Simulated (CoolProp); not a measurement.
Model: reference Helmholtz-energy equation of state, Gao 2016, in CoolProp.

**Question.** Give the vapour pressure (MPa), liquid density (kg/m³), vapour density (kg/m³), liquid cp (kJ/(kg K)) of saturated sulfur dioxide at 210.8, 239.3, 296.4 K.

**Answer.** 
```
T (K)  p (MPa)  liquid density (kg/m³)  vapour density (kg/m³)  liquid cp (kJ/(kg K))
-----  -------  ----------------------  ----------------------  ---------------------
210.8  0.00484                    1590                   0.177                   1.37
239.3   0.0308                    1520                    1.00                   1.36
296.4    0.370                    1370                    10.3                   1.39
```
